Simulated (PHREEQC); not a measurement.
Solution (48 °C): 0.0059 mol/kgw Na2SO4, 0.0053 mol/kgw MgSO4 and 0.32 mol/kgw KBr. Closed to the air; pH follows from the charge balance.

Computed with PHREEQC (ion-association model, phreeqc.dat).

The ionic strength comes out as 0.347 mol/kgw. What activity coefficients do SO4-2, Br-, Mg+2, K+, NaSO4- get?

SO4-2 0.22, Br- 0.63, Mg+2 0.29, K+ 0.66, NaSO4- 0.70.

No solid was allowed to form. Species that the database lacks are ignored. At this temperature some constants are extrapolated from 25 °C, and those without enthalpy data are left unchanged.
